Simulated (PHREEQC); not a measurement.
A solution holds 0.075 mol/kgw K2CO3, 0.00078 mol/kgw Al(NO3)3 and 0.00093 mol/kgw H3BO3, at 65 °C. Closed to the air; pH follows from the charge balance.

Model: ion-association model, wateq4f.dat, run in PHREEQC.

No solid was allowed to form.

Task: Estimate the pH.

Result: pH 10.53.

Task: In which forms is C present?

Result: CO3-2 87 %, HCO3- 13 % of the C.

Away from 25 °C the constants follow the database's enthalpies or fits; those with neither stay at their 25 °C values.
